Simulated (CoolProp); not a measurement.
Vapour-liquid equilibrium of R125 (1) + R1234yf (2) at 20.85 °C; x and y are mole fractions of (1).

The numbers come from the multi-fluid Helmholtz-energy mixture model, Lemmon 2005 and Lemmon 2022; pair parameters Bell 2023 in CoolProp.

```
x      bubble pressure (MPa)  y at the bubble point  dew pressure at overall composition x (MPa)  liquid density (mol/L)
-----  ---------------------  ---------------------  -------------------------------------------  ----------------------
0.05                  0.6364                  0.086                                       0.6235                   9.723
0.125                 0.6810                  0.203                                       0.6506                   9.751
0.2                   0.7259                  0.306                                       0.6800                   9.780
0.275                 0.7710                  0.399                                       0.7118                   9.808
0.35                  0.8163                  0.484                                       0.7464                   9.836
0.425                 0.8621                  0.561                                       0.7842                   9.865
0.5                   0.9083                  0.632                                       0.8255                   9.894
0.575                 0.9550                  0.698                                       0.8708                   9.924
0.65                   1.002                  0.759                                       0.9206                   9.954
0.725                  1.050                  0.816                                       0.9756                   9.986
0.8                    1.099                  0.870                                        1.036                   10.02
0.875                  1.149                  0.921                                        1.104                   10.05
0.95                   1.199                  0.969                                        1.179                   10.09
```

No azeotrope shows between x = 0.05 and 0.95.

The pair parameters rest on a limited set of measurements; away from them the model extrapolates.
